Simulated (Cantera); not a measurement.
An isothermal, constant-pressure homogeneous reactor starts with CH₄ : N₂ = 1 : 120 (molar parts), at 1825 K and 20.0 Torr. Integrator tolerance rtol = 1e-08.

Model: GRI-Mech 3.0 (53 species, 325 reactions), integrated in Cantera. GRI-Mech 3.0 stops at C3 and has no aromatics, soot or wall deposition, so with more carbon than oxygen in the feed, carbon stays in small species such as C2H2 where larger ones or solid carbon would form. Radical loss at walls, strong at low pressure, is not modelled.

What does this change do: 3 parts H2O added?


```csv
quantity,before,after
x(CH₄) at 7.00 s,1.38e-7 (gas-phase equilibrium 2.18e-8),2.18e-5 (gas-phase equilibrium <1e-12)
x(HCN) at 7.00 s,8.63e-5 (gas-phase equilibrium 0.00787),7.48e-5 (gas-phase equilibrium 1.07e-10)
x(CH₂) at 7.00 s,1.30e-9 (gas-phase equilibrium 3.06e-10),3.27e-8 (gas-phase equilibrium <1e-12)
x(C₂H₄) at 7.00 s,2.60e-8 (gas-phase equilibrium 1.03e-9),8.15e-9 (gas-phase equilibrium <1e-12)
x(C₂H₂) at 7.00 s,0.00405 (gas-phase equilibrium 0.000162),6.19e-5 (gas-phase equilibrium <1e-12)
x(H₂) at 7.00 s,0.0122 (gas-phase equilibrium 0.0121),0.0244 (gas-phase equilibrium 0.0247)
```
